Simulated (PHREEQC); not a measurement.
Copper plating or etch bath (model solution)

Make-up at 15 °C: 0.0086 mol/kgw CuSO4 and 0.22 mol/kgw FeCl3. It is in equilibrium with CO2 at log p = -2 (atm). Otherwise closed; pH follows from the charge balance.

Computed with PHREEQC (ion-association model, phreeqc.dat).

Each row changes one thing in this solution. Precipitation was switched off in this run.

```
case                            pH  ionic strength (mol/kgw)  Cl- (mol/kgw)  FeCl+2 (mol/kgw)  FeCl2+ (mol/kgw)  Fe+3 (mol/kgw)  SI of Goethite (FeOOH)  SI of Hematite (Fe2O3)
----------------------------  ----  ------------------------  -------------  ----------------  ----------------  --------------  ----------------------  ----------------------
as made                       1.96                     0.717          0.447             0.103            0.0529          0.0407                   +4.00                   +9.97
temperature from 15 to 85 °C  1.64                     0.729          0.472             0.160            0.0102          0.0104                   +4.48                  +11.21
temperature from 15 to 50 °C  1.77                     0.723          0.462             0.145            0.0240          0.0204                   +4.28                  +10.69
temperature from 15 to 30 °C  1.87                     0.720          0.454             0.125            0.0384          0.0305                   +4.14                  +10.31
diluted 10-fold with water    2.21                     0.110         0.0604           0.00434          0.000588         0.00917                   +4.47                  +10.89
diluted 5-fold with water     2.05                     0.205          0.114            0.0129           0.00264          0.0164                   +4.13                  +10.22
```

The ionic strength passes 0.7 mol/kgw, the rough limit of the ion-association models, in as made; temperature from 15 to 85 °C; temperature from 15 to 50 °C; temperature from 15 to 30 °C. Complexes and solids missing from the database can't appear. Some of these states are supersaturated (in Hematite (slow to form), Goethite (slow to form), for instance). At this temperature some constants are extrapolated from 25 °C, and those without enthalpy data are left unchanged.
